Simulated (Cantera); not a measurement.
**Diamond growth**

A diamond (100) surface in a fixed gas of H2 with x(CH4) = 0.0054, x(CH3) = 6.7e-05, at 1100 K, 21000 Pa; coverages are run to steady state.

Detailed kinetics in Cantera: the Harris–Goodwin 1993 mechanism for the reconstructed diamond (100) surface.

```tsv
x(H)	growth (µm/h)	θ c6HH	θ c6H*	θ c6*H	θ c6**	θ c6HM
0.0001	1.32	0.579	0.0222	0.351	0.00516	0.0276
0.00022	2.82	0.536	0.0245	0.388	0.00886	0.0273
0.00048	4.97	0.517	0.0259	0.410	0.0125	0.0224
0.0011	7.37	0.510	0.0269	0.425	0.0153	0.0147
0.0023	9.03	0.509	0.0274	0.433	0.0169	0.00863
0.0051	10.1	0.510	0.0279	0.438	0.0179	0.00439
0.011	10.7	0.510	0.0283	0.440	0.0184	0.00215
0.025	11.1	0.510	0.0290	0.441	0.0187	0.000978
0.054	11.3	0.510	0.0303	0.440	0.0191	0.000462
```
θ: site fractions in the mechanism's names (c6HH fully hydrogenated, c6H* and c6*H radical sites, c6** diradical, c6HM methylated).
